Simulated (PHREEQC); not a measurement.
Polishing slurry liquid: an equilibrium model

Make-up at 25 °C: 0.067 mol HNO3 and 0.0034 mol Al(NO3)3 per kg of water. Closed to the air; pH follows from the charge balance.

All values are PHREEQC results (ion-association model, wateq4f.dat), not measurements.

| Item | Value |
|---|---|
| pH | 1.25 |
| ionic strength | 0.0874 mol/kgw |
| total alkalinity | -67.0 meq/kg |

```tsv
species	molality	activity	log γ
NO3-	0.0772	0.0590	-0.117
H+	0.0670	0.0557	-0.080
Al+3	0.00340	0.000642	-0.724
AlOH+2	2.84e-7	1.14e-7	-0.396
```

Precipitation was switched off in this run. Complexes and solids missing from the database can't appear.
